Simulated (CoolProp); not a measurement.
A Linde-Hampson liquefier for normal hydrogen: isothermal reversible compression at 200 K from 1 atm to 10 MPa, throttling to 1 atm, return gas leaving the recuperator 10 K below the feed. Each further row changes one setting.

Model: reference Helmholtz-energy equation of state, Leachman 2009, in CoolProp.

```
case                        compression work (kJ/kg of gas)
--------------------------  -------------------------------
as stated                                              3850
high pressure 20 MPa                                   4480
warm-end temperature 230 K                             4420
warm-end gap 15 K                                      3850
```
